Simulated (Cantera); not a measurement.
Charge: 1 mol Si, a varied amount of Cl2, at 2.20 Pa.

Cantera equilibrium calculation (NASA polynomials, part measured and part estimated; ideal gas, pure solids and liquids). Candidate condensed phases: Si; 9 gas species. The tables' values for SiCl3 are old estimates. Equilibrium is a limit: real reactors are often held back by kinetics, nucleation or transport.

**Question.** What condenses at these points (T in K, n(Cl2) in mol): (1425, 1.4); (1025, 2.3); (925, 0.6); (825, 1.4)?

**Answer.** 
```csv
T (K),n(Cl2) in mol,condensed phases,Si condensed (%)
1425,1.4,gas only,0.0
1025,2.3,gas only,0.0
925,0.6,Si,69.2
825,1.4,Si,29.8
```
